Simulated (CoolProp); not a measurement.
The numbers come from the reference Helmholtz-energy equation of state, Guder 2009 in CoolProp.

Problem. For sulfur hexafluoride, give the phase and the cp (kJ/(kg K)), speed of sound (m/s), Prandtl number at 541.9 K and 271 kPa; 315.3 K and 5840 kPa.

Solution. 
- 541.9 K and 271 kPa: gas; cp 0.906, speed of sound 181, Prandtl number 0.753
- 315.3 K and 5840 kPa: liquid; cp 1.26, speed of sound 204, Prandtl number 2.55

Viscosity comes from a separate model (Quiñones-Cisneros 2012). Thermal conductivity comes from a separate model (Assael 2012).
